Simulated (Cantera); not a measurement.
Cantera run:

```python
import numpy as np
import cantera as ct

gas_names = """
    CL CLO CL2 Cs CsCL CsO CsOH Cs2 Cs2CL2 Cs2O Cs2O2H2 H HCL HOCL HO2 H2 H2O H2O2 O OH O2 O3
""".split()
cond_names = """
    Cs(cr) Cs(L) CsCL(a) CsCL(b) CsCL(L) CsOH(a) CsOH(b) CsOH(c) CsOH(L) H2O(s) H2O(L)
""".split()


# ... load() reads the species with a 1 bar reference pressure and builds the phases ...
atoms = {
    'CsCl': {'Cs': 1, 'CL': 1},
    'H2O': {'H': 2, 'O': 1},
    'H2': {'H': 2},
}
top_T = {}  # K; cautious upper limits of use, not melting points


# ... equilibrate(T, P, feed) seeds the gas with the atoms and calls Mixture.equilibrate('TP', solver="vcs", rtol=1e-11, max_steps=5000) ...
results = []
feed = {'CsCl': 1, 'H2O': 0.088, 'H2': 370}  # mol
T = 1123.15  # K
P = 1.7  # Pa
mix = equilibrate(T, P, feed)
results.append((T, P, feed, dict(zip(mix.species_names, mix.species_moles))))
x = sorted(zip(gas.X, gas.species_names), reverse=True)
print(f"T = {T:g} K  P = {P:g} Pa  gas = {mix.phase_moles(0):.4g} mol")
print("   x: " + "  ".join(f"{s} {v:.3e}" for v, s in x if v > 1e-06))
print("   condensed (mol): " + ("  ".join(f"{mix.phase(i).name} {mix.phase_moles(i):.4g}"
      for i in range(1, mix.n_phases) if mix.phase_moles(i) > 1e-12) or "none"))
```

Output:

```
T = 1123.15 K  P = 1.7 Pa  gas = 371.1 mol
   x: H2 9.970e-01  CsCL 2.641e-03  H2O 2.371e-04  HCL 5.381e-05  Cs 5.380e-05  H 1.035e-05
   condensed (mol): none
```

Cantera equilibrium calculation (NASA polynomials, part measured and part estimated; ideal gas, pure solids and liquids).
